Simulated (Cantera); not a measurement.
## Transport properties of process gases

Gas mixture: 100 % CH3OH, at 11000 Pa, frozen composition.

Cantera's kinetic-theory transport with the Lennard-Jones parameters of GRI-Mech 3.0, ideal gas; thermal conductivity in the multicomponent form. Polar gases are described roughly by these parameters. The composition is frozen, though it would react at the higher temperatures.

```
T (K)  ρ (kg/m³)  cp (J/kg/K)  μ (µPa s)  λ (mW/m/K)     Pr  D (cm²/s) CO2  D (cm²/s) O  D (cm²/s) H
-----  ---------  -----------  ---------  ----------  -----  -------------  -----------  -----------
400        0.106         1604       13.1        28.1  0.748           1.74         3.86         14.4
600       0.0707         2101       19.7        55.2  0.749           3.79         8.02         30.6
800       0.0530         2491       25.8        85.5  0.751           6.45         13.2         51.3
1000      0.0424         2798       31.3         117  0.751           9.62         19.4         75.9
1200      0.0353         3031       36.4         147  0.751           13.3         26.5          104
1400      0.0303         3214       41.1         176  0.751           17.3         34.3          135
1600      0.0265         3357       45.4         203  0.750           21.8         42.9          170
1800      0.0236         3468       49.5         229  0.749           26.7         52.3          207
2000      0.0212         3554       53.4         254  0.748           31.9         62.3          247
```
D: mixture-averaged diffusion coefficient of that species in the mixture.
